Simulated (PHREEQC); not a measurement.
Solution (25 °C): 0.0038 mol NaH2PO4 and 8.6e-05 mol NH3 per kg of water. Closed to the air; pH follows from the charge balance.

Equilibrium calculation in PHREEQC: ion-association model, wateq4f.dat.

This is a speciation only: nothing precipitates in the calculation.

Q: What pH, ionic strength does the model give?

A: pH 5.51; ionic strength 0.00398 mol/kgw.

Q: In which forms is P present?

A: H2PO4- 98 %, HPO4-2 2.4 % of the P.

H3PO4, which wateq4f.dat lacks, is added to it with the constant of phreeqc.dat.
